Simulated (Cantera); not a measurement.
Mixture: CO : H2 : O2 : N2 : CO2 = 1 : 0.39 : 0.366 : 1.38 : 0.11 (molar parts), at 8.20 bar, adiabatic and at constant volume. Ignition delay is the time to a rise of 400 K.

Model: GRI-Mech 3.0 (53 species, 325 reactions), integrated in Cantera. The hydrogen kinetics of GRI-Mech 3.0 are dated; newer H2 mechanisms differ, most at raised pressure. Where the delays flatten at high temperature, the 400 K rule measures the pace of heat release, not the induction time.

What does this change do: 0.039 parts H2O added?


```json
[
 {"quantity": "delay at 1175 K", "before": "36.8 µs", "after": "45.3 µs"},
 {"quantity": "delay at 1275 K", "before": "8.98 µs", "after": "9.94 µs"},
 {"quantity": "delay at 1375 K", "before": "4.49 µs", "after": "4.71 µs"},
 {"quantity": "delay at 1475 K", "before": "2.90 µs", "after": "2.98 µs"},
 {"quantity": "delay at 1575 K", "before": "2.12 µs", "after": "2.16 µs"},
 {"quantity": "delay at 1675 K", "before": "1.68 µs", "after": "1.70 µs"},
 {"quantity": "delay at 1775 K", "before": "1.42 µs", "after": "1.43 µs"}
]
```

What does this change do: N2 1.38 to 2.7 parts?


```csv
quantity,before,after
delay at 1175 K,36.8 µs,50.1 µs
delay at 1275 K,8.98 µs,12.7 µs
delay at 1375 K,4.49 µs,6.55 µs
delay at 1475 K,2.90 µs,4.34 µs
delay at 1575 K,2.12 µs,3.26 µs
delay at 1675 K,1.68 µs,2.67 µs
delay at 1775 K,1.42 µs,2.34 µs
```
